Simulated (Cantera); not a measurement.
What does this Cantera script print?

```python
import numpy as np
import cantera as ct

gas_names = """
    B BH BH2 BH3 BO BO2 B2 B2O B2O2 B2O3 B3O3H3 H HBO HBO2 HO2 H2 H2O H2O2 H3B3O6 O OH O2 O3
""".split()
cond_names = """
    B(b) B(L) B2O3(L) B3O3H3(cr) H2O(s) H2O(L)
""".split()


def load(file, names, dense=False):
    # The tables refer to 1 bar. Condensed volumes are neglected.
    table = {s.name: s for s in ct.Species.list_from_file(file)}
    out = []
    for n in names:
        d = dict(table[n].input_data)
        d["thermo"] = dict(d["thermo"], **{"reference-pressure": 1e5})
        if dense:
            d["equation-of-state"] = {"model": "constant-volume", "density": "1e6 g/cm^3"}
        out.append(ct.Species.from_dict(d))
    return out


gas = ct.Solution(thermo="ideal-gas", species=load("nasa_gas.yaml", gas_names))
cond = {s.name: ct.Solution(thermo="fixed-stoichiometry", species=[s], name=s.name)
        for s in load("nasa_condensed.yaml", cond_names, dense=True)}
atoms = {
    'B': {'B': 1},
    'H2O': {'H': 2, 'O': 1},
}
top_T = {}  # K; cautious upper limits of use, not melting points


def equilibrate(T, P, feed):
    n = {}
    for name, mol in feed.items():
        for a, k in atoms[name].items():
            n[a] = n.get(a, 0.0) + k * mol
    gas.TPX = T, P, n
    mass = sum(n.values()) * gas.mean_molecular_weight
    gas.equilibrate("TP")
    valid = [c for c in cond.values() if c.min_temp <= T <= top_T.get(c.name, c.max_temp)]
    mix = ct.Mixture([(gas, mass / gas.mean_molecular_weight)] + [(c, 0.0) for c in valid])
    mix.T, mix.P = T, P
    mix.equilibrate("TP", solver="vcs", rtol=1e-11, max_steps=5000)
    return mix


results = []
feed = {'B': 1, 'H2O': 7.2}  # mol
P = 3000  # Pa
for T in [1573, 1673, 1773, 1873, 1973, 2073, 2173, 2273]:
    mix = equilibrate(T, P, feed)
    results.append((T, P, feed, dict(zip(mix.species_names, mix.species_moles))))

top = {s: max(r[3][s] / sum(r[3][g] for g in gas_names) for r in results) for s in gas_names}
cols = sorted((s for s in top if top[s] > 0.0001), key=lambda s: -top[s])[:7]
seen = [c for c in cond_names if any(r[3].get(c, 0) > 1e-12 for r in results)]
print("log10 of partial pressures in bar; condensed amounts in mol")
print(f"{'T/K':>10s}" + "".join(f"{s[:9]:>10s}" for s in cols + seen))
for T, P, feed, n in results:
    ng = sum(n[g] for g in gas_names)
    print(f"{T:10.4g}" + "".join(f"{np.log10(max(n[s] / ng * P / 1e5, 1e-99)):10.3f}" for s in cols)
          + "".join(f"{n.get(c, 0):10.4g}" for c in seen))
```

Result:

```
log10 of partial pressures in bar; condensed amounts in mol
       T/K       H2O        H2      HBO2         H        OH      B2O3       BO2
      1573    -1.693    -2.233    -2.417    -5.508    -6.409    -4.492    -7.045
      1673    -1.693    -2.234    -2.419    -5.060    -5.837    -4.393    -6.477
      1773    -1.693    -2.234    -2.421    -4.663    -5.329    -4.306    -5.973
      1873    -1.693    -2.235    -2.424    -4.308    -4.875    -4.229    -5.523
      1973    -1.694    -2.237    -2.428    -3.988    -4.468    -4.162    -5.120
      2073    -1.696    -2.239    -2.433    -3.700    -4.100    -4.103    -4.756
      2173    -1.700    -2.242    -2.441    -3.438    -3.768    -4.053    -4.429
      2273    -1.709    -2.244    -2.453    -3.198    -3.471    -4.013    -4.135
```

Method: chemical equilibrium by Gibbs-energy minimisation in Cantera with the NASA 1993 tables (ideal gas, pure condensed phases). Gases not in the tables: H3BO3.
